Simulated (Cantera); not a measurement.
## Ca(OH)2 + H2O + O2 (calcination and drying)

Input: 1 mol Ca(OH)2, 5.7 mol H2O, 9.2 mol O2, held at 16.0 Pa.

These are equilibrium values from Cantera (NASA tables, ideal gas, pure condensed phases), not measurements of a reactor. Candidate condensed phases: Ca, CaO, Ca(OH)2, H2O; 14 gas species. Kinetics and transport are ignored.

From 1400 K to 2050 K the condensed part is CaO(s). The main Ca-bearing gas is Ca(OH)2 at 1400 K and CaOH at 2050 K.

```csv
T (K),x O2,x H2O,x O,x OH,x H,x H2,n CaO(s)
1400,0.578,0.421,5.69e-5,0.000723,1.71e-6,1.98e-5,1.000
1450,0.578,0.421,0.000121,0.00117,4.81e-6,4.14e-5,1.000
1500,0.578,0.420,0.000244,0.00184,1.27e-5,8.27e-5,1.000
1550,0.577,0.419,0.000470,0.00280,3.13e-5,0.000158,1.000
1600,0.576,0.418,0.000870,0.00414,7.31e-5,0.000289,1.000
1650,0.575,0.417,0.00155,0.00599,0.000162,0.000510,1.000
1700,0.573,0.414,0.00268,0.00846,0.000343,0.000869,1.000
1750,0.571,0.411,0.00447,0.0117,0.000697,0.00144,1.000
1800,0.567,0.406,0.00724,0.0158,0.00136,0.00230,1.000
1850,0.562,0.400,0.0114,0.0210,0.00255,0.00358,1.000
1900,0.554,0.391,0.0176,0.0274,0.00461,0.00541,1.000
1950,0.544,0.378,0.0263,0.0349,0.00808,0.00794,0.999
2000,0.531,0.362,0.0385,0.0437,0.0137,0.0113,0.998
2050,0.513,0.340,0.0551,0.0533,0.0224,0.0157,0.996
```
x: gas mole fraction; n: condensed amount in mol.
